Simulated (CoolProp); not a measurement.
CH3F (R41) at 293.15 K and 0.784 MPa is throttled through a valve to 0.0945 MPa with no heat exchange. Each further row changes one setting.

Computed with CoolProp (reference Helmholtz-energy equation of state, Lemmon 2006). It is a short technical equation, of lower accuracy than the large ones.

```csv
case,temperature change (K),final density (kg/m³)
as stated,-13.9,1.40
outlet pressure 0.0284 MPa,-15.3,0.420
outlet pressure 0.123 MPa,-13.2,1.82
```
